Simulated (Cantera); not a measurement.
## Tantalum, niobium, vanadium and zirconium in process gases: V + N2O + N2

Feed: 1 mol V, 2.6 mol N2O, 0.91 mol N2, at 75.0 Torr.

Cantera equilibrium calculation (NASA polynomials, part measured and part estimated; ideal gas, pure solids and liquids). Candidate condensed phases: V, VN, VO, V2O3, V2O4, V2O5; 13 gas species. Condensed phases not in the tables: the oxides between V2O3 and V2O5 other than VO2. Equilibrium is a limit: real reactors are often held back by kinetics, nucleation or transport.

```csv
T (K),x N2,x O2,x VO2,x NO,x O,x NO2,n V2O4(s),n V2O4(l)
1450,0.921,0.0784,2.74e-7,0.000628,1.78e-6,7.63e-7,0.500,0
1500,0.921,0.0783,9.45e-7,0.000808,3.59e-6,8.39e-7,0.500,0
1550,0.921,0.0782,3.01e-6,0.00102,6.92e-6,9.16e-7,0.500,0
1600,0.921,0.0781,8.85e-6,0.00128,1.28e-5,9.95e-7,0.500,0
1650,0.920,0.0779,2.44e-5,0.00157,2.29e-5,1.07e-6,0.500,0
1700,0.920,0.0778,6.29e-5,0.00191,3.94e-5,1.16e-6,0.500,0
1750,0.920,0.0775,0.000153,0.00229,6.59e-5,1.24e-6,0.500,0
1800,0.920,0.0773,0.000355,0.00272,0.000107,1.32e-6,0.499,0
1850,0.919,0.0770,0.000733,0.00321,0.000169,1.40e-6,0,0.499
1900,0.918,0.0766,0.00140,0.00374,0.000261,1.48e-6,0,0.497
1950,0.917,0.0762,0.00259,0.00432,0.000394,1.56e-6,0,0.495
2000,0.914,0.0756,0.00461,0.00495,0.000582,1.63e-6,0,0.491
2050,0.911,0.0748,0.00795,0.00562,0.000842,1.70e-6,0,0.485
```
x: gas mole fraction; n: condensed amount in mol.

From 1450 K to 1800 K the condensed part is V2O4(s). From 1850 K to 2050 K the condensed part is V2O4(l). The main V-bearing gas is VO2 throughout.
